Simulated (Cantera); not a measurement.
Cantera run:

```python
import numpy as np
import cantera as ct

gas_names = """
    CL CL2 H HCL H2 N NH NH2 NH3 N2 N2H2 N2H4 Si SiCL SiCL2 SiCL3 SiCL4 SiH SiHCL3 SiH2 SiH2CL2 SiH3
    SiH3CL SiH4 SiN Si2 Si2N Si3
""".split()
cond_names = """
    NH4CL(a) NH4CL(b) Si(cr) Si(L) Si3N4(a)
""".split()


# ... load() reads the species with a 1 bar reference pressure and builds the phases ...
atoms = {
    'Si3H8': {'Si': 3, 'H': 8},
    'HCl': {'H': 1, 'CL': 1},
    'N2': {'N': 2},
}
top_T = {'Si3N4(a)': 2400}  # K; cautious upper limits of use, not melting points


# ... equilibrate(T, P, feed) seeds the gas with the atoms and calls Mixture.equilibrate('TP', solver="vcs", rtol=1e-11, max_steps=5000) ...
results = []
feed = {'Si3H8': 1, 'HCl': 2.9, 'N2': 15}  # mol
T = 1623.15  # K
P = 10000  # Pa
mix = equilibrate(T, P, feed)
results.append((T, P, feed, dict(zip(mix.species_names, mix.species_moles))))
x = sorted(zip(gas.X, gas.species_names), reverse=True)
print(f"T = {T:g} K  P = {P:g} Pa  gas = {mix.phase_moles(0):.4g} mol")
print("   x: " + "  ".join(f"{s} {v:.3e}" for v, s in x if v > 0.001))
print("   condensed (mol): " + ("  ".join(f"{mix.phase(i).name} {mix.phase_moles(i):.4g}"
      for i in range(1, mix.n_phases) if mix.phase_moles(i) > 1e-12) or "none"))
```

It prints:

```
T = 1623.15 K  P = 10000 Pa  gas = 20.02 mol
   x: N2 6.561e-01  H2 2.106e-01  HCL 1.230e-01  SiCL2 8.985e-03
   condensed (mol): Si3N4(a) 0.9321
```

These are equilibrium values from Cantera (NASA tables, ideal gas, pure condensed phases), not measurements of a reactor. The feed counts by its element totals alone. The tables' values for SiCl3 are old estimates; treat these amounts as uncertain.
